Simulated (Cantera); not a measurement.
Cantera run:

```python
import numpy as np
import cantera as ct

gas_names = [...]  # 76 gases of nasa_gas.yaml made of C, H
cond_names = """
    C(gr) C6H6(L) C7H8(L) C8H18(L),n-octa
""".split()


# ... load() reads the species with a 1 bar reference pressure and builds the phases ...
atoms = {
    'C2H6': {'C': 2, 'H': 6},
    'H2': {'H': 2},
}
top_T = {'C(gr)': 4500}  # K; cautious upper limits of use, not melting points


# ... equilibrate(T, P, feed) seeds the gas with the atoms and calls Mixture.equilibrate('TP', solver="vcs", rtol=1e-11, max_steps=5000) ...
results = []
feed = {'C2H6': 1, 'H2': 1.9}  # mol
P = 1333.22  # Pa
for T in [825, 1025, 1225, 1425, 1625, 1825, 2025, 2225, 2425, 2625]:
    mix = equilibrate(T, P, feed)
    results.append((T, P, feed, dict(zip(mix.species_names, mix.species_moles))))

top = {s: max(r[3][s] / sum(r[3][g] for g in gas_names) for r in results) for s in gas_names}
cols = sorted((s for s in top if top[s] > 0.001), key=lambda s: -top[s])[:7]
seen = [c for c in cond_names if any(r[3].get(c, 0) > 1e-12 for r in results)]
print("log10 of partial pressures in bar; condensed amounts in mol")
print(f"{'T/K':>10s}" + "".join(f"{s[:9]:>10s}" for s in cols + seen))
for T, P, feed, n in results:
    ng = sum(n[g] for g in gas_names)
    print(f"{T:10.4g}" + "".join(f"{np.log10(max(n[s] / ng * P / 1e5, 1e-99)):10.3f}" for s in cols)
          + "".join(f"{n.get(c, 0):10.4g}" for c in seen))
```

Output:

```
log10 of partial pressures in bar; condensed amounts in mol
       T/K        H2         H C2H2,acet       CH4     C(gr)
       825    -1.880   -12.041   -13.321    -3.804     1.943
      1025    -1.876    -9.299   -10.532    -4.885     1.995
      1225    -1.875    -7.444    -8.665    -5.632     1.999
      1425    -1.875    -6.104    -7.328    -6.174         2
      1625    -1.875    -5.089    -6.324    -6.583         2
      1825    -1.877    -4.295    -5.545    -6.903     1.998
      2025    -1.883    -3.657    -4.926    -7.166     1.991
      2225    -1.901    -3.139    -4.433    -7.405     1.972
      2425    -1.946    -2.720    -4.053    -7.660     1.928
      2625    -2.041    -2.392    -3.789    -7.988     1.846
```

These are equilibrium values from Cantera (NASA tables, ideal gas, pure condensed phases), not measurements of a reactor.
